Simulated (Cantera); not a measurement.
Feed: 1 mol Na2SO4, 3.1 mol CO2, 0.088 mol O2, at 0.0100 bar.

These are equilibrium values from Cantera (NASA tables, ideal gas, pure condensed phases), not measurements of a reactor. Candidate condensed phases: C, Na, NaO2, Na2CO3, Na2O, Na2O2, Na2S, Na2SO4, S; 27 gas species. Rates play no part.

Question: At 1552 °C, list the 7 most abundant gas species with their mole fractions, and the condensed phases.

Answer: CO2 0.431, Na 0.273, O2 0.150, SO2 0.138, CO 0.00295, Na2SO4 0.00226, NaO 0.00194. Condensed: gas only.
